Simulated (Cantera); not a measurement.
Feed: 1 mol SiH2Cl2, 0.29 mol NH3, 3.7 mol N2, at 1125 °C and 67.5 Torr.

Equilibrium computed with Cantera from the NASA thermochemical tables; the gas is ideal and each condensed phase is pure. Candidate condensed phases: NH4Cl, Si, Si3N4; 28 gas species. The tables' values for SiCl3 are old estimates; treat these amounts as uncertain. Rates play no part.

Base state: N2 0.586, HCl 0.261, H2 0.126, SiCl4 0.0188, SiCl3 0.00395, SiCl2 0.00354, SiHCl3 0.000636 (mole fractions); condensed: Si3N4(s).

**Question.** What changes in the equilibrium state with this change: N2 from 3.7 to 9.1 mol?

**Answer.** 
```json
[
 {"species": "N2", "before": "0.586", "after": "0.787"},
 {"species": "HCl", "before": "0.261", "after": "0.145"},
 {"species": "H2", "before": "0.126", "after": "0.0580"},
 {"species": "SiCl4", "before": "0.0188", "after": "0.00683"},
 {"species": "SiHCl3", "before": "0.000636", "after": "0.000192"},
 {"species": "SiCl3", "before": "0.00395", "after": "0.00176"},
 {"species": "SiCl2", "before": "0.00354", "after": "0.00193"},
 {"species": "Si3N4(s), mol", "before": "0.283", "after": "0.294"}
]
```

**Question.** What changes in the equilibrium state with this change: temperature from 1125 °C to 1177 °C?

**Answer.** 
```json
[
 {"species": "N2", "before": "0.586", "after": "0.586"},
 {"species": "HCl", "before": "0.261", "after": "0.258"},
 {"species": "H2", "before": "0.126", "after": "0.126"},
 {"species": "SiCl2", "before": "0.00354", "after": "0.00765"},
 {"species": "SiCl4", "before": "0.0188", "after": "0.0160"},
 {"species": "H", "before": "5.59e-6", "after": "1.12e-5"},
 {"species": "Cl", "before": "9.58e-6", "after": "1.86e-5"},
 {"species": "SiCl3", "before": "0.00395", "after": "0.00578"},
 {"species": "SiHCl3", "before": "0.000636", "after": "0.000675"},
 {"species": "Si3N4(s), mol", "before": "0.283", "after": "0.277"}
]
```

**Question.** What changes in the equilibrium state with this change: temperature from 1125 °C to 1550 °C?

**Answer.** 
```json
[
 {"species": "N2", "before": "0.586", "after": "0.597"},
 {"species": "H2", "before": "0.126", "after": "0.177"},
 {"species": "HCl", "before": "0.261", "after": "0.123"},
 {"species": "SiCl2", "before": "0.00354", "after": "0.0981"},
 {"species": "SiCl4", "before": "0.0188", "after": "0.000243"},
 {"species": "Si", "before": "<1e-9", "after": "1.88e-5"},
 {"species": "SiCl", "before": "7.84e-9", "after": "0.000125"},
 {"species": "H", "before": "5.59e-6", "after": "0.000607"},
 {"species": "Cl", "before": "9.58e-6", "after": "0.000322"},
 {"species": "Si3N4(s), mol", "before": "0.283", "after": "0.128"}
]
```
The tables' values for SiCl3, SiCl are old estimates; treat these amounts as uncertain.
